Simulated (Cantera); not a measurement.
A perfectly stirred reactor is fed with 0.294 % CH4, 1.76 % O2, 97.9 % N2, equivalence ratio 0.33, at 900 Torr; it is held at 1175 K, and followed from long to short residence time.

Computed with Cantera and GRI-Mech 3.0 (53 species, 325 reactions).

x: mole fraction; the columns are a selection and need not sum to one.

```json
[
 {"τ (s)": "4.8", "x CH4": "(withheld)", "x O2": "0.0118", "x CO2": "0.00290", "x HCO": "9.36e-11", "x H2O": "0.00586"},
 {"τ (s)": "1.7", "x CH4": "(withheld)", "x O2": "0.0118", "x CO2": "0.00285", "x HCO": "2.80e-10", "x H2O": "0.00585"},
 {"τ (s)": "0.57", "x CH4": "(withheld)", "x O2": "0.0119", "x CO2": "0.00275", "x HCO": "8.69e-10", "x H2O": "0.00582"},
 {"τ (s)": "0.20", "x CH4": "(withheld)", "x O2": "0.0120", "x CO2": "0.00257", "x HCO": "2.51e-9", "x H2O": "0.00576"},
 {"τ (s)": "0.069", "x CH4": "(withheld)", "x O2": "0.0122", "x CO2": "0.00224", "x HCO": "7.21e-9", "x H2O": "0.00564"},
 {"τ (s)": "0.024", "x CH4": "(withheld)", "x O2": "0.0128", "x CO2": "0.00165", "x HCO": "1.98e-8", "x H2O": "0.00531"},
 {"τ (s)": "0.0084", "x CH4": "0.00294", "x O2": "0.0176", "x CO2": "6.32e-12", "x HCO": "<1e-12", "x H2O": "6.30e-8"},
 {"τ (s)": "0.0029", "x CH4": "0.00294", "x O2": "0.0176", "x CO2": "<1e-12", "x HCO": "<1e-12", "x H2O": "4.88e-9"},
 {"τ (s)": "0.0010", "x CH4": "0.00294", "x O2": "0.0176", "x CO2": "<1e-12", "x HCO": "<1e-12", "x H2O": "5.79e-10"},
 {"τ (s)": "0.00035", "x CH4": "0.00294", "x O2": "0.0176", "x CO2": "<1e-12", "x HCO": "<1e-12", "x H2O": "9.43e-11"},
 {"τ (s)": "0.00012", "x CH4": "0.00294", "x O2": "0.0176", "x CO2": "<1e-12", "x HCO": "<1e-12", "x H2O": "1.81e-11"}
]
```

Q: Some entries are withheld; supply them.

A: 
- 4.8, x CH4: 4.95e-6
- 1.7, x CH4: 1.01e-5
- 0.57, x CH4: 2.10e-5
- 0.20, x CH4: 4.12e-5
- 0.069, x CH4: 8.39e-5
- 0.024, x CH4: 0.000199
